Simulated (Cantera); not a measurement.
Equilibrium for boron, boron nitride and boron oxide: BCl3 + NH3

Charge: 1 mol BCl3, 4.2 mol NH3, equilibrated at 1523 K and 0.293 Torr.

Method: chemical equilibrium by Gibbs-energy minimisation in Cantera with the NASA 1993 tables (ideal gas, pure condensed phases). Candidate condensed phases: B, BN, NH4Cl; 21 gas species. The tables' values for BCl, BCl2 are old estimates; treat these amounts as uncertain. Equilibrium is a limit: real reactors are often held back by kinetics, nucleation or transport.

- x(H2): 0.510
- x(HCl): 0.318
- x(N2): 0.170
- x(H): 0.000836
- x(Cl): 0.000418
- x(BCl): 8.50e-5
- x(BCl3): 6.42e-5
- x(BCl2): 1.52e-5
- n(BN(s)): 0.998 mol
- gas amount: 9.407 mol
- log10 activity of B(s) (absent): -1.91
